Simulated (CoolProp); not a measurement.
Model: reference Helmholtz-energy equation of state, Thol 2018, in CoolProp.

### Question
For hydrogen chloride, give the phase and the cp (kJ/(kg K)), Joule-Thomson coefficient (K/MPa) at 396.85 °C and 13 bar.

### Answer
- 396.85 °C and 13 bar: gas; cp 0.829, Joule-Thomson coefficient 3.23
